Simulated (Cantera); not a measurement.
Thermodynamics of carbothermic reduction, feed CuO + CO + H₂ + C

A closed system holds: 1 mol CuO, 17 mol CO, 3.7 mol H₂, 5 mol C, held at 1550 K.

These are equilibrium values from Cantera (NASA tables, ideal gas, pure condensed phases), not measurements of a reactor. Candidate condensed phases: C, C₆H₆, C₇H₈, C₈H₁₈, Cu, CuO, Cu(OH)₂, Cu₂O, H₂O; 113 gas species. Kinetics and transport are ignored.

| P (Pa) | log p CO | log p H₂ | log p Cu | log p CO₂ | log p H₂O | n C(graphite) | n Cu(l) |
|---|---|---|---|---|---|---|---|
| 10 | -4.10 | -4.79 | -5.36 | -11.57 | -11.81 | 4.00 | 0 |
| 36 | -3.54 | -4.23 | -4.80 | -10.45 | -10.69 | 4.00 | 0 |
| 130 | -2.97 | -3.66 | -4.73 | -9.31 | -9.55 | 4.00 | 0.685 |
| 460 | -2.42 | -3.11 | -4.73 | -8.20 | -8.44 | 4.00 | 0.912 |
| 1700 | -1.85 | -2.54 | -4.73 | -7.07 | -7.31 | 4.00 | 0.976 |
| 6000 | -1.30 | -1.99 | -4.73 | -5.97 | -6.21 | 4.00 | 0.993 |
| 22000 | -0.74 | -1.43 | -4.73 | -4.84 | -5.08 | 4.00 | 0.998 |
| 77000 | -0.19 | -0.88 | -4.73 | -3.75 | -3.99 | 4.01 | 0.999 |
| 280000 | 0.37 | -0.32 | -4.73 | -2.63 | -2.87 | 4.02 | 1.000 |
| 1000000 | 0.92 | 0.23 | -4.73 | -1.53 | -1.77 | 4.09 | 1.000 |
log p: log10 of the partial pressure in bar; n: condensed amount in mol.

From 10.0 Pa to 36.0 Pa the condensed part is C(graphite). From 1.30 mbar to 10.0 bar the condensed part is C(graphite) + Cu(l). The main Cu-bearing gas is Cu throughout.
